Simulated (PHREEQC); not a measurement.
A solution holds 6.8 mmol/kgw KH2PO4, at 27 °C. Closed to the air; pH follows from the charge balance.

Equilibrium calculation in PHREEQC: ion-association model, wateq4f.dat.

```csv
quantity,before,after
pH,4.78,7.03
ionic strength (mol/kgw),0.00685,0.0197
```

**Question.** Name the change that produced these shifts.
A. KH2PO4 from 0.0068 to 0.0102 mol/kgw
B. KH2PO4 from 0.0068 to 0.0034 mol/kgw
C. KH2PO4 replaced by H3PO4 at the same molality
D. temperature from 27 to 85 °C
E. KH2PO4 replaced by K2SO4 at the same molality

**Answer.** E, KH2PO4 replaced by K2SO4 at the same molality

This is a speciation only: nothing precipitates in the calculation. H3PO4, which wateq4f.dat lacks, is added to it with the constant of phreeqc.dat.
